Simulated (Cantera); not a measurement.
An isothermal, constant-pressure homogeneous reactor starts with 2.09 % H₂, 80.3 % O₂, 17.7 % N₂, equivalence ratio 0.013, at 1473 K and 0.00410 bar.

Detailed kinetics in Cantera: GRI-Mech 3.0 (53 species, 325 reactions). Radical loss at walls, strong at low pressure, is not modelled.

Task: Predict: x(H₂) at 3.00 s; x(O₂) at 3.00 s; x(OH) at 3.00 s; x(O) at 3.00 s; x(H₂O) at 3.00 s; x(NO) at 3.00 s.

Result: 
| Property | Result |
|---|---|
| x(H₂) at 3.00 s | 8.31e-5 (gas-phase equilibrium 4.84e-7) |
| x(O₂) at 3.00 s | 0.793 (gas-phase equilibrium 0.800) |
| x(OH) at 3.00 s | 0.00204 (gas-phase equilibrium 0.000156) |
| x(O) at 3.00 s | 0.00711 (gas-phase equilibrium 3.92e-5) |
| x(H₂O) at 3.00 s | 0.0197 (gas-phase equilibrium 0.0210) |
| x(NO) at 3.00 s | 4.37e-7 (gas-phase equilibrium 0.000997) |
